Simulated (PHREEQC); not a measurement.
Consider water at 20 °C with 0.0084 mol/kgw HF, 1.8e-05 mol/kgw Ca(HCO3)2 and 3e-05 mol/kgw RbCl. Closed to the air; pH follows from the charge balance.

Computed with PHREEQC (ion-association model, wateq4f.dat).

### Question
The ionic strength comes out as 0.00227 mol/kgw. What activity coefficients do Rb+, Ca+2, Cl-, HF2-, H+ get?

### Answer
Rb+ 0.95, Ca+2 0.81, Cl- 0.95, HF2- 0.95, H+ 0.95.

This is a speciation only: nothing precipitates in the calculation. The solution is supersaturated, for example in Fluorite, so a real one may precipitate; this is no full list. Species that the database lacks are ignored.
